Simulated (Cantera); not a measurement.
An adiabatic, constant-volume homogeneous reactor starts with CH4 : O2 : N2 = 1 : 2.35 : 16.9 (molar parts), at 1798 K and 9.87 atm. Integrator tolerance rtol = 1e-08.

Model: GRI-Mech 3.0 (53 species, 325 reactions), integrated in Cantera.

**Question.** What does this change do: initial temperature 1798 to 1523 K?

**Answer.** 
| quantity | before | after |
|---|---|---|
| time of steepest temperature rise | 24.4 µs | 0.247 ms |
| temperature at 0.300 s | 2834 K | 2675 K |
| equilibrium temperature | 2834 K | 2675 K |
| x(CH4) at 0.300 s | <1e-12 (gas-phase equilibrium <1e-12) | <1e-12 (gas-phase equilibrium <1e-12) |
| x(O2) at 0.300 s | 0.0168 (gas-phase equilibrium 0.0168) | 0.0157 (gas-phase equilibrium 0.0157) |
| x(C2H4) at 0.300 s | <1e-12 (gas-phase equilibrium <1e-12) | <1e-12 (gas-phase equilibrium <1e-12) |
| x(CH2) at 0.300 s | <1e-12 (gas-phase equilibrium <1e-12) | <1e-12 (gas-phase equilibrium <1e-12) |
| x(H2) at 0.300 s | 0.00424 (gas-phase equilibrium 0.00424) | 0.00232 (gas-phase equilibrium 0.00232) |
| x(HCO) at 0.300 s | 2.74e-8 (gas-phase equilibrium 2.74e-8) | 8.23e-9 (gas-phase equilibrium 8.23e-9) |
| x(CH2CO) at 0.300 s | <1e-12 (gas-phase equilibrium <1e-12) | <1e-12 (gas-phase equilibrium <1e-12) |
